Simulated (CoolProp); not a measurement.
200 sccm (0 °C, 1 atm) of nitrogen bubbles through liquid ethanol at 294 K and leaves saturated at a total pressure of 0.0612 MPa (ideal gas phase). Each further row changes one setting.

Computed with CoolProp (reference Helmholtz-energy equation of state, Schroeder 2014).

```csv
case,vapour pressure (kPa),mole fraction of vapour,delivery (mg/min),delivery (sccm),change of delivery for a bath 1 K warmer (%)
as stated,6.18,0.101,46.2,22.5,6.9
bath temperature 299 K,8.28,0.135,64.3,31.3,6.9
total pressure 0.122 MPa,6.18,0.0507,21.9,10.7,6.5
```
